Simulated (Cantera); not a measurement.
An adiabatic, constant-pressure homogeneous reactor starts with 11.1 % CH₄, 22.6 % O₂, 66.4 % N₂, equivalence ratio 0.98, at 1725 K and 13.0 bar.

Cantera simulation using GRI-Mech 3.0 (53 species, 325 reactions); the numbers are that mechanism's predictions, not measurements. The pressure lies above the range GRI-Mech 3.0 was tuned for (to about 10 atm). Above 3000 K some thermodynamic fits are extrapolated.

Problem. Predict: time of steepest temperature rise; temperature at 1.00 s; equilibrium temperature; x(O₂) at 1.00 s; x(CO) at 1.00 s; x(HO₂) at 1.00 s; x(CO₂) at 1.00 s; x(O) at 1.00 s.

Solution. 
```
Item                                                                Result
---------------------------------  ---------------------------------------
time of steepest temperature rise                                  18.9 µs
temperature at 1.00 s                                               3100 K
equilibrium temperature                                             3100 K
x(O₂) at 1.00 s                      0.0229 (gas-phase equilibrium 0.0229)
x(CO) at 1.00 s                      0.0489 (gas-phase equilibrium 0.0489)
x(HO₂) at 1.00 s                   2.39e-5 (gas-phase equilibrium 2.39e-5)
x(CO₂) at 1.00 s                     0.0562 (gas-phase equilibrium 0.0562)
x(O) at 1.00 s                     0.00666 (gas-phase equilibrium 0.00666)
```
